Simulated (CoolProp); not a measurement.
Vapour-liquid equilibrium of C2F6 (R116) (1) + R143a (2) at 183.5 K; x and y are mole fractions of (1).

Values from CoolProp's multi-fluid Helmholtz-energy mixture model, Lemmon 2006 and Lemmon and Jacobsen 2000; pair parameters Bell 2016.

Problem. Give the bubble pressure and the first vapour's composition at x = 0.15, 0.35, 0.95. Is there an azeotrope?

Solution. x = 0.15: 0.03112 MPa, y = 0.776; x = 0.35: 0.04329 MPa, y = 0.857; x = 0.95: 0.05161 MPa, y = 0.962. No azeotrope shows between x = 0.05 and 0.95.

The pair parameters rest on a limited set of measurements; away from them the model extrapolates. With so large a gap from Raoult's law the liquid may split in two, which this calculation doesn't test in full.
